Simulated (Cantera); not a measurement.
An adiabatic, constant-pressure homogeneous reactor starts with CH4 : O2 : N2 = 1 : 3.03 : 21.5 (molar parts), at 1575 K and 8250 Torr. Integrator tolerance rtol = 1e-08.

Model: GRI-Mech 3.0 (53 species, 325 reactions), integrated in Cantera.

What does this change do: initial temperature 1575 to 1523 K?


| quantity | before | after |
|---|---|---|
| time of steepest temperature rise | 0.133 ms | 0.214 ms |
| temperature at 0.100 s | 2360 K | 2316 K |
| equilibrium temperature | 2360 K | 2316 K |
| x(CH4) at 0.100 s | <1e-12 (gas-phase equilibrium <1e-12) | <1e-12 (gas-phase equilibrium <1e-12) |
| x(O2) at 0.100 s | 0.0363 (gas-phase equilibrium 0.0363) | 0.0366 (gas-phase equilibrium 0.0366) |
| x(CH2CO) at 0.100 s | <1e-12 (gas-phase equilibrium <1e-12) | <1e-12 (gas-phase equilibrium <1e-12) |
| x(O) at 0.100 s | 0.000404 (gas-phase equilibrium 0.000404) | 0.000317 (gas-phase equilibrium 0.000317) |
| x(CH2O) at 0.100 s | 1.59e-12 (gas-phase equilibrium 1.59e-12) | <1e-12 (gas-phase equilibrium <1e-12) |
| x(CH2) at 0.100 s | <1e-12 (gas-phase equilibrium <1e-12) | <1e-12 (gas-phase equilibrium <1e-12) |
| x(H2O) at 0.100 s | 0.0764 (gas-phase equilibrium 0.0764) | 0.0767 (gas-phase equilibrium 0.0767) |
